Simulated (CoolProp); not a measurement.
Vapour-liquid equilibrium of R152A (1) + methanol (2) at 0.149 bar; x and y are mole fractions of (1).

The numbers come from the multi-fluid Helmholtz-energy mixture model, Outcalt 1996 and de Reuck 1993; pair parameters Bell 2016 in CoolProp.

```csv
x,bubble temperature (°C),y at the bubble point,dew temperature at overall composition x (°C),liquid density (mol/L)
0.05,-39.9,0.987,?,25.75
0.2,-53.3,0.996,18.4,24.17
0.35,-54.1,0.997,?,?
0.5,-54.4,0.997,10.1,?
0.65,-55.5,0.997,4.1,19.31
0.8,-57.2,0.998,?,17.99
0.95,-59.3,?,?,16.78
```

Task: Fill in the missing entries.

Result: 
- 0.05, dew temperature at overall composition x (°C): 21.5
- 0.35, dew temperature at overall composition x (°C): 14.7
- 0.35, liquid density (mol/L): 22.39
- 0.5, liquid density (mol/L): 20.77
- 0.8, dew temperature at overall composition x (°C): -4.7
- 0.95, y at the bubble point: 0.999
- 0.95, dew temperature at overall composition x (°C): -24.1

No azeotrope shows between x = 0.05 and 0.95.

The pair parameters rest on a limited set of measurements; away from them the model extrapolates. With so large a gap from Raoult's law the liquid may split in two, which this calculation doesn't test in full.
